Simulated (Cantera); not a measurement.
Mixture: 8.08 % CO, 10.5 % H₂, 2.10 % CH₄, 16.7 % O₂, 62.7 % N₂, equivalence ratio 0.81, at 2930 Torr, adiabatic and at constant pressure. Ignition delay is the time to a rise of 400 K.

Cantera simulation using GRI-Mech 3.0 (53 species, 325 reactions); the numbers are that mechanism's predictions, not measurements.

**Question.** At T0 = 1225 K, what is the delay, and which 7 reactions control it most (d ln τ / d ln k, from doubling and halving each rate constant)?

**Answer.** The delay is 36.8 µs.
```tsv
reaction	d ln τ / d ln k	faster rate
H + O2 <=> O + OH	-1.57	shortens it
H + O2 + N2 <=> HO2 + N2	0.37	lengthens it
H2 + OH <=> H + H2O	-0.34	shortens it
H2 + O <=> H + OH	-0.31	shortens it
CH4 + OH <=> CH3 + H2O	0.29	lengthens it
CH4 + H <=> CH3 + H2	0.29	lengthens it
CH3 + H (+M) <=> CH4 (+M)	0.18	lengthens it
```
